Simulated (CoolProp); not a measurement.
Vapour-liquid equilibrium of acetone (1) + cyclohexane (2) at 0.178 MPa; x and y are mole fractions of (1).

Model: multi-fluid Helmholtz-energy mixture model, Lemmon 2006 and Zhou 2014; pair parameters Bell 2016, in CoolProp.

| x | bubble temperature (°C) | y at the bubble point | dew temperature at overall composition x (°C) | liquid density (mol/L) |
|---|---|---|---|---|
| 0.05 | 90.2 | 0.271 | 98.9 | 8.533 |
| 0.15 | 80.1 | 0.491 | 95.1 | 8.886 |
| 0.25 | 75.9 | 0.575 | 91.1 | 9.199 |
| 0.35 | 74.0 | 0.618 | 86.7 | 9.517 |
| 0.45 | 72.8 | 0.649 | 82.1 | 9.861 |
| 0.55 | 72.1 | 0.677 | 77.1 | 10.24 |
| 0.65 | 71.6 | 0.711 | 72.8 | 10.67 |
| 0.75 | 71.3 | 0.756 | 71.3 | 11.14 |
| 0.85 | 71.5 | 0.823 | 71.8 | 11.66 |
| 0.95 | 72.6 | 0.926 | 72.9 | 12.23 |

y crosses x between x = 0.75 and 0.85: the model has an azeotrope there.

The pair parameters rest on a limited set of measurements; away from them the model extrapolates.
